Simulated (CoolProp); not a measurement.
Octamethylcyclotetrasiloxane (D4) at several states: fugacity coefficient from the reference equation and from simpler models built on Tc = 313.4 °C, pc = 1.347 MPa, ω = 0.598; each cubic takes its own stable root.

Model: reference Helmholtz-energy equation of state, Thol 2015, in CoolProp.

```tsv
T (°C)	p (MPa)	phase	reference	van der Waals	Redlich-Kwong	Soave-Redlich-Kwong	Peng-Robinson
281.75	7.33	liquid	0.1609	0.2738	0.2014	[?]	0.1596
293.25	0.263	gas	0.9224	0.9372	0.9273	0.9247	[?]
221.05	6.15	liquid	[?]	0.1993	0.1211	[?]	0.06999
132.65	4.42	liquid	0.01018	0.1048	0.03824	0.01069	0.01032
292.15	1.49	liquid	0.4925	0.5926	0.5439	[?]	0.4916
```

Question: Complete the blanks.

Answer: 
- 281.75, Soave-Redlich-Kwong: 0.1776
- 293.25, Peng-Robinson: 0.9176
- 221.05, reference: 0.07103
- 221.05, Soave-Redlich-Kwong: 0.07646
- 292.15, Soave-Redlich-Kwong: 0.5104
